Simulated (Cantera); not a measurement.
Charge: 1 mol (CH3)2SiCl2, 0.023 mol CH4, 110 mol H2, held at 1850 °C and 19.5 Torr.

These are equilibrium values from Cantera (NASA tables, ideal gas, pure condensed phases), not measurements of a reactor. Candidate condensed phases: C, C6H6, C7H8, C8H18, Si, SiC; 109 gas species. The feed counts by its element totals alone. The tables' values for SiCl are old estimates; treat these amounts as uncertain. Gases not in the tables: Si2H6 and higher silanes. Kinetics and transport are ignored.

Base state: H2 0.959, H 0.0218, HCl 0.0169, C2H2 (acetylene) 0.00159, Si 0.000551, Cl 0.000282, SiCl2 5.25e-5, SiH 4.50e-5 (mole fractions); condensed: C(graphite) + SiC(s).

Problem. What changes in the equilibrium state with this change: temperature from 1850 °C to 2227 °C?

Solution. 
| species | before | after |
|---|---|---|
| H2 | 0.959 | 0.827 |
| H | 0.0218 | 0.142 |
| HCl | 0.0169 | 0.0143 |
| Si | 0.000551 | 0.00626 |
| C3 | 1.85e-8 | 1.24e-5 |
| C2H | 1.00e-6 | 8.27e-5 |
| C(graphite), mol | 0.732 | 0 |
| SiC(s), mol | 0.910 | 0 |
